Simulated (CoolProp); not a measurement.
Methane at 469.36 K and 4.25 MPa flows at 18 m/s in a round tube of 1 mm bore and 15 µm roughness, fully developed (64/Re and Nu = 3.66 if laminar; Colebrook and Gnielinski if turbulent). Each further row changes one setting.

Model: reference Helmholtz-energy equation of state, Setzmann 1991, in CoolProp.

```
case             Reynolds number  Darcy friction factor  pressure drop (Pa/m)  heat-transfer coefficient (W/(m² K))  mass flow (kg/h)
---------------  ---------------  ---------------------  --------------------  ------------------------------------  ----------------
as stated                  18900                 0.0460                131000                                  5960             0.892
velocity 36 m/s            37900                 0.0449                510000                                 11900              1.78
diameter 2 mm              37900                 0.0363                 51500                                  4720              3.57
```

Viscosity comes from a separate model (Quiñones-Cisneros 2006). Thermal conductivity comes from a separate model (Friend 1989).
